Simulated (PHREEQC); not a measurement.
## Nickel, zinc or cadmium bath

Dissolve 0.0014 mol/kgw CdSO4, 0.00025 mol/kgw KCl and 0.00051 mol/kgw NiCl2 at 25 °C. Closed to the air; pH follows from the charge balance.

The numbers come from PHREEQC with the ion-association model, wateq4f.dat.

Each row changes one thing in this solution. Precipitation was switched off in this run.

```tsv
case	pH	ionic strength (mol/kgw)	Cl- (mol/kgw)	SO4-2 (mol/kgw)	KSO4- (mol/kgw)	HSO4- (mol/kgw)
as made	6.42	0.00621	0.00118	0.00115	1.44e-6	3.31e-8
CdSO4 from 0.0014 to 0.00028 mol/kgw	6.53	0.00274	0.00125	0.000253	3.53e-7	6.15e-9
NiCl2 left out	6.54	0.00493	0.000231	0.00118	1.52e-6	2.63e-8
CdSO4 from 0.0014 to 0.0007 mol/kgw	6.48	0.00410	0.00122	(withheld)	8.07e-7	1.61e-8
CdSO4 replaced by CaSO4 at the same molality	6.64	0.00655	(withheld)	0.00119	1.48e-6	2.04e-8
NiCl2 replaced by FeCl3 at the same molality	3.35	0.00634	0.00165	0.00107	1.34e-6	3.62e-5
0.00013 mol/kgw LiOH added	8.81	0.00614	0.00116	0.00116	1.46e-6	(withheld)
```

Problem. Complete the blanks.

Solution. 
- CdSO4 from 0.0014 to 0.0007 mol/kgw, SO4-2 (mol/kgw): 0.000607
- CdSO4 replaced by CaSO4 at the same molality, Cl- (mol/kgw): 0.00127
- 0.00013 mol/kgw LiOH added, HSO4- (mol/kgw): 1.37e-10

Some of these states are supersaturated (in Jarosite-K, Fe(OH)3(a), Ni(OH)2, for instance).
